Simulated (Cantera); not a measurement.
# Hydrocarbon pyrolysis for carbon deposition

An isothermal, constant-pressure homogeneous reactor starts with 4.17 % C2H6, 95.8 % N2, at 1600 K and 0.0100 bar.

Cantera simulation using GRI-Mech 3.0 (53 species, 325 reactions); the numbers are that mechanism's predictions, not measurements. GRI-Mech 3.0 stops at C3 and has no aromatics, soot or wall deposition, so with more carbon than oxygen in the feed, carbon stays in small species such as C2H2 where larger ones or solid carbon would form. Radical loss at walls, strong at low pressure, is not modelled.

```csv
t (s),x C2H6,x H2,x CH4,x C2H,x HCN,x H,x CH3
3.00e-5,0.0414,1.76e-7,1.80e-6,<1e-12,<1e-12,3.80e-7,0.000443
0.000175,0.0402,4.42e-5,5.94e-5,<1e-12,5.31e-11,2.08e-5,0.00246
0.00102,0.0280,0.00595,0.00167,2.79e-8,4.49e-7,0.000377,0.0103
0.00594,0.000439,0.0429,0.0110,9.76e-7,5.29e-6,0.000730,0.00384
0.0346,8.87e-6,0.0601,0.00993,3.43e-7,6.80e-6,0.000195,0.000623
0.202,1.80e-6,0.0644,0.00851,1.68e-7,7.10e-6,9.42e-5,0.000247
1.18,6.36e-7,0.0678,0.00624,1.35e-7,7.42e-6,7.72e-5,0.000142
6.86,1.07e-7,0.0738,0.00211,1.81e-7,8.69e-6,0.000106,6.15e-5
40.0,2.35e-9,0.0765,0.000250,2.47e-7,1.24e-5,0.000147,9.72e-6
```
x: mole fraction; the columns are a selection and need not sum to one.

Equilibrium at this temperature and pressure: C2H6 3.21e-12, H2 0.0768, CH4 7.09e-6, C2H 7.71e-8, HCN 0.0536, H 0.000152, CH3 2.84e-7 (gas phase only).
